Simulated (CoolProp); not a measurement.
Vapour-liquid equilibrium of propylene (1) + R22 (2) at -65.15 °C; x and y are mole fractions of (1).

Computed with CoolProp (multi-fluid Helmholtz-energy mixture model, Lemmon 2013 and Kamei 1995; pair parameters Bell 2016).

```csv
x,bubble pressure (kPa),y at the bubble point,dew pressure at overall composition x (kPa),liquid density (mol/L)
0.05,29.63,0.110,…,…
0.15,32.83,0.273,…,16.72
0.25,35.33,0.391,32.36,16.48
0.35,37.30,0.485,34.45,16.25
0.45,38.87,0.565,36.57,16.03
0.55,40.12,0.638,38.59,15.83
0.65,41.09,0.709,40.30,15.63
0.75,41.81,0.781,41.54,15.44
0.85,42.24,0.860,42.21,15.26
0.95,42.36,0.949,42.36,15.09
```

### Question
Some entries are withheld; supply them.

### Answer

- 0.05, dew pressure at overall composition x (kPa): 28.55
- 0.05, liquid density (mol/L): 16.96
- 0.15, dew pressure at overall composition x (kPa): 30.38

y crosses x between x = 0.85 and 0.95: the model has an azeotrope there.

The pair parameters rest on a limited set of measurements; away from them the model extrapolates.
